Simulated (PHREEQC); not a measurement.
Model water analysis in mg/L, 65 °C, pH 2.15, pe 10: Na 1540; K 72; Ca 515; Mg 207; Cl 1000; S(6) as SO4 4510; Al 7.67; Zn 1.08; Pb 124.

Cl is adjusted to close the charge balance.
Valence states are taken as typed.

All values are PHREEQC results (ion-association model, phreeqc.dat), not measurements.

Precipitation was switched off in this run.

Problem. Predict the ionic strength, specific conductance, density.

Solution. ionic strength 0.134 mol/kgw; specific conductance 23800 µS/cm; density 0.987 g/cm³.

Problem. In which forms is K present?

Solution. K+ 93 %, KSO4- 7.1 % of the K.

Saturation is exceeded, for instance for Anglesite; the values hold only as long as no solid forms. Away from 25 °C the constants follow the database's enthalpies or fits; those with neither stay at their 25 °C values.
